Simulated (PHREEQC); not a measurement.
1.5 g of hydrous ferric oxide (600 m²/g; 0.2 weak and 0.005 strong sites per Fe, Dzombak-Morel constants, diffuse double layer) in 1 kg of water with 0.05 mol/kgw of an inert sodium salt and 0.0048 mmol/kgw NiCl2, 0.026 mmol/kgw ZnCl2 and 0.08 mmol/kgw CuSO4, at 25 °C; the pH is set by adding NaOH or the inert anion's acid. Oxygen is held at 0.21 atm. CO2 from the air is kept out. Nothing may precipitate in this run.

All values are PHREEQC results (ion-association model, wateq4f.dat), not measurements.

Question: Predict surface charge σ (C/m²), surface potential ψ (mV) at pH = 8.5, 9, 11.5, 12.

Answer: 
```csv
pH,surface charge σ (C/m²),surface potential ψ (mV)
8.5,-0.009,-17
9,-0.024,-42
11.5,-0.207,-140
12,-0.268,-149
```

The database's constant for dissolved Cu(OH)2 is higher than later reviews accept.
